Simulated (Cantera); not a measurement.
A Cantera script and its output.

```python
import numpy as np
import cantera as ct

gas = ct.Solution("gri30.yaml", transport_model="multicomponent")
show = ['NO', 'CH3', 'C2H2']

rows = []
print(f"{'T/K':>7s}{'rho':>11s}{'cp':>10s}{'mu':>11s}{'lambda':>11s}{'Pr':>7s}" + "".join(f"{'D_' + s:>11s}" for s in show))
for T in [400, 650, 900, 1150, 1400, 1650, 1900]:
    gas.TPX = T, 79000, {'CH3OH': 0.93}
    Pr = gas.cp_mass * gas.viscosity / gas.thermal_conductivity
    D = [gas.mix_diff_coeffs_mole[gas.species_index(s)] for s in show]
    rows.append([gas.density, gas.cp_mass, gas.viscosity, gas.thermal_conductivity, Pr, *D])
    print(f"{T:7g}{gas.density:11.4e}{gas.cp_mass:10.1f}{gas.viscosity:11.4e}"
          f"{gas.thermal_conductivity:11.4e}{Pr:7.3f}" + "".join(f"{d:11.4e}" for d in D))
print("SI units: kg/m3, J/kg/K, Pa s, W/m/K, m2/s")
```

It prints:

```
    T/K        rho        cp         mu     lambda     Pr       D_NO      D_CH3     D_C2H2
    400 7.6112e-01    1604.1 1.3101e-05 2.8083e-02  0.748 3.3364e-05 3.6281e-05 2.6126e-05
    650 4.6838e-01    2212.3 2.1261e-05 6.2735e-02  0.750 8.0421e-05 8.9138e-05 6.5465e-05
    900 3.3828e-01    2642.8 2.8601e-05 1.0063e-01  0.751 1.4197e-04 1.5887e-04 1.1795e-04
   1150 2.6474e-01    2978.0 3.5151e-05 1.3932e-01  0.751 2.1607e-04 2.4308e-04 1.8160e-04
   1400 2.1746e-01    3214.4 4.1062e-05 1.7580e-01  0.751 3.0150e-04 3.4027e-04 2.5520e-04
   1650 1.8451e-01    3387.6 4.6472e-05 2.0994e-01  0.750 3.9744e-04 4.4946e-04 3.3795e-04
   1900 1.6024e-01    3513.9 5.1491e-05 2.4165e-01  0.749 5.0330e-04 5.6994e-04 4.2928e-04
SI units: kg/m3, J/kg/K, Pa s, W/m/K, m2/s
```

Cantera simulation using GRI-Mech 3.0 (53 species, 325 reactions); the numbers are that mechanism's predictions, not measurements. Polar gases are described roughly by these parameters. The composition is frozen, though it would react at the higher temperatures.
